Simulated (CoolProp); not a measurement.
Properties of isopentane along the isotherm 463.2 K (Tc = 460.3 K, pc = 3.378 MPa, ω = 0.227).

The numbers come from the reference Helmholtz-energy equation of state, Lemmon 2006 in CoolProp. It is a short technical equation, of lower accuracy than the large ones.

```csv
p (MPa),phase,expansivity (1/kK),fugacity coefficient
0.0267,gas,2.178,0.9973
0.0475,gas,2.193,0.9953
0.0845,gas,2.220,0.9916
0.15,gas,2.269,0.9851
0.267,gas,2.362,0.9736
0.475,gas,2.544,0.9531
0.845,gas,2.936,0.9170
1.5,gas,3.961,0.8536
2.67,gas,9.265,0.7407
4.75,supercritical,9.336,0.5167
8.45,supercritical,4.029,0.3444
```
